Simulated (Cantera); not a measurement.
What does this Cantera script print?

```python
import numpy as np
import cantera as ct

gas_names = """
    Cu CuO Cu2 H HNO HNO2 HNO3 HO2 H2 H2O H2O2 N NH NH2 NH3 NH2OH NO NO2 NO3 N2 N2H2 N2H4 N2O O OH O2 O3
""".split()
cond_names = """
    Cu(cr) Cu(L) CuO(s) CuO2H2(s) Cu2O(s) Cu2O(L) H2O(s) H2O(L)
""".split()


# ... load() reads the species with a 1 bar reference pressure and builds the phases ...
atoms = {
    'CuO': {'Cu': 1, 'O': 1},
    'H2': {'H': 2},
    'N2': {'N': 2},
}
top_T = {'CuO(s)': 1390}  # K; cautious upper limits of use, not melting points


# ... equilibrate(T, P, feed) seeds the gas with the atoms and calls Mixture.equilibrate('TP', solver="vcs", rtol=1e-11, max_steps=5000) ...
results = []
feed = {'CuO': 1, 'H2': 34, 'N2': 39}  # mol
T = 1948.15  # K
for P in [10, 42, 180, 750, 3200, 13000, 56000, 240000, 1000000]:
    mix = equilibrate(T, P, feed)
    results.append((T, P, feed, dict(zip(mix.species_names, mix.species_moles))))

top = {s: max(r[3][s] / sum(r[3][g] for g in gas_names) for r in results) for s in gas_names}
cols = sorted((s for s in top if top[s] > 1e-05), key=lambda s: -top[s])[:7]
seen = [c for c in cond_names if any(r[3].get(c, 0) > 1e-12 for r in results)]
print("log10 of partial pressures in bar; condensed amounts in mol")
print(f"{'P/Pa':>10s}" + "".join(f"{s[:9]:>10s}" for s in cols + seen))
for T, P, feed, n in results:
    ng = sum(n[g] for g in gas_names)
    print(f"{P:10.4g}" + "".join(f"{np.log10(max(n[s] / ng * P / 1e5, 1e-99)):10.3f}" for s in cols)
          + "".join(f"{n.get(c, 0):10.4g}" for c in seen))
```

Result:

```
log10 of partial pressures in bar; condensed amounts in mol
      P/Pa        N2        H2         H       H2O        Cu        OH       NH3     Cu(L)
        10    -4.294    -4.404    -5.148    -5.893    -5.885    -7.681   -13.411         0
        42    -3.663    -3.753    -4.823    -5.258    -5.254    -7.371   -12.120         0
       180    -3.027    -3.108    -4.500    -4.619    -4.618    -7.055   -10.834         0
       750    -2.405    -2.482    -4.187    -3.997    -3.996    -6.746    -9.583         0
      3200    -1.774    -1.849    -3.871    -3.365    -3.365    -6.431    -8.318         0
   1.3e+04    -1.165    -1.238    -3.566    -2.756    -2.758    -6.127    -7.098         0
   5.6e+04    -0.526    -0.599    -3.246    -2.117    -2.581    -5.808    -5.821    0.6538
   2.4e+05     0.107     0.035    -2.929    -1.484    -2.581    -5.491    -4.553    0.9195
     1e+06     0.728     0.655    -2.619    -0.863    -2.581    -5.181    -3.312    0.9807
```

Cantera equilibrium calculation (NASA polynomials, part measured and part estimated; ideal gas, pure solids and liquids).
